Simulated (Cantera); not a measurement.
A closed system holds: 1 mol SiC, 0.57 mol H2O, 100 mol N2, 0.016 mol CO2, held at 0.470 bar.

Method: chemical equilibrium by Gibbs-energy minimisation in Cantera with the NASA 1993 tables (ideal gas, pure condensed phases). Candidate condensed phases: C, C6H6, C7H8, C8H18, H2O, Si, SiC, SiO2, Si2N2O, Si3N4; 151 gas species. Mutual solubility and eutectic melting of coexisting phases are not modelled. Rates play no part. All values below are at 1725 °C.

Base state: N2 0.988, H2 0.00549, CO 0.00339, SiO 0.00256, H 0.000173, HCN 0.000119, Si 4.45e-5 (mole fractions); condensed: SiC(s) + Si3N4(s).

Question: What changes in the equilibrium state with this change: CO2 from 0.016 to 2 mol?

Answer: 
| species | before | after |
|---|---|---|
| N2 | 0.988 | 0.961 |
| CO | 0.00339 | 0.0286 |
| H2 | 0.00549 | 0.00522 |
| SiO | 0.00256 | 0.00451 |
| CO2 | 1.26e-9 | 0.000206 |
| H2O | 9.32e-9 | 0.000172 |
| Si | 4.45e-5 | 4.04e-9 |
| HCN | 0.000119 | 5.00e-8 |
| SiC(s), mol | 0.660 | 0 |
| Si3N4(s), mol | 0.0245 | 0 |
| SiO2(l), mol | 0 | 0.531 |
The tables hold silica as quartz up to 1696 K and as liquid above; real silica turns to tridymite and cristobalite and melts near 1996 K.
